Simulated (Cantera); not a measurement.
# C + CO2 + H2 (carbon deposition, reforming and gasification)

Feed: 1 mol C, 1.4 mol CO2, 64 mol H2, equilibrated at 8600000 Pa.

Method: chemical equilibrium by Gibbs-energy minimisation in Cantera with the NASA 1993 tables (ideal gas, pure condensed phases). Candidate condensed phases: C, C6H6, C7H8, C8H18, H2O; 110 gas species. The ideal-gas law is rough above about 30 bar. Equilibrium is a limit: real reactors are often held back by kinetics, nucleation or transport.

```
T (K)   x H2   x H2O    x CH4      x CO     x CO2       x H     x CH3    x C2H4
-----  -----  ------  -------  --------  --------  --------  --------  --------
600    0.916  0.0455   0.0390    <1e-12    <1e-12    <1e-12    <1e-12    <1e-12
700    0.916  0.0455   0.0390  8.57e-11  4.00e-11    <1e-12    <1e-12    <1e-12
800    0.916  0.0455   0.0390   9.92e-9   2.08e-9    <1e-12    <1e-12  2.11e-12
900    0.916  0.0455   0.0390   4.12e-7   4.70e-8  1.21e-11  8.21e-12  7.62e-11
1000   0.916  0.0454   0.0390   8.26e-6   5.89e-7  2.34e-10  1.72e-10   1.36e-9
1100   0.916  0.0453   0.0389   9.66e-5   4.72e-6   2.67e-9   2.07e-9   1.45e-8
1200   0.916  0.0446   0.0381  0.000729   2.58e-5   2.04e-8   1.62e-8   1.01e-7
1300   0.920  0.0414   0.0351   0.00352   8.99e-5   1.14e-7   8.57e-8   4.52e-7
1400   0.928  0.0341   0.0279    0.0100  0.000170   5.05e-7   3.05e-7   1.19e-6
1500   0.937  0.0253   0.0192    0.0181  0.000189   1.84e-6   7.64e-7   1.91e-6
1600   0.945  0.0181   0.0121    0.0247  0.000158   5.70e-6   1.49e-6   2.20e-6
1700   0.950  0.0133  0.00734    0.0292  0.000120   1.55e-5   2.43e-6   2.07e-6
```
x: gas mole fraction; nothing condenses.

From 600 K to 1700 K nothing is condensed. The main C-bearing gas is CH4 at 600 K and CO at 1700 K.
